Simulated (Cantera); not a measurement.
An isothermal, constant-pressure homogeneous reactor starts with 83.3 % NO, 16.7 % N2, at 1775 K and 0.0434 atm.

Cantera simulation using GRI-Mech 3.0 (53 species, 325 reactions); the numbers are that mechanism's predictions, not measurements. Radical loss at walls, strong at low pressure, is not modelled.

x: mole fraction; the columns are a selection and need not sum to one.

```
t (s)       x NO     x N2O       x O      x O2   x N2     x NO2
--------  ------  --------  --------  --------  -----  --------
6.00e-6    0.833   3.38e-8   3.38e-8  1.71e-12  0.167  2.16e-11
2.54e-5    0.833   1.43e-7   1.43e-7  3.00e-11  0.167  3.77e-10
0.000108   0.833   6.06e-7   6.00e-7  5.33e-10  0.167         ?
0.000456   0.833   2.56e-6   2.46e-6   9.39e-9  0.167         ?
0.00193    0.833   1.07e-5   9.25e-6   1.66e-7  0.167         ?
0.00818    0.833   4.24e-5   2.71e-5   3.85e-6  0.167         ?
0.0346     0.833  0.000138   4.87e-5   8.96e-5  0.167         ?
0.147      0.832  0.000246   5.87e-5  0.000739  0.167         ?
0.621      0.825  0.000250   6.52e-5   0.00376  0.170         ?
2.63       0.800  0.000228   8.48e-5    0.0165  0.183         ?
11.1       0.699  0.000163  0.000134    0.0669  0.234  0.000212
47.2       0.407   4.98e-5  0.000219     0.213  0.380  0.000224
200       0.0759   1.64e-6  0.000284     0.378  0.545         ?
```

Complete the blanks.


- 0.000108, x NO2: 6.69e-9
- 0.000456, x NO2: 1.16e-7
- 0.00193, x NO2: 1.81e-6
- 0.00818, x NO2: 1.91e-5
- 0.0346, x NO2: 6.20e-5
- 0.147, x NO2: 7.45e-5
- 0.621, x NO2: 8.81e-5
- 2.63, x NO2: 0.000130
- 200, x NO2: 5.63e-5
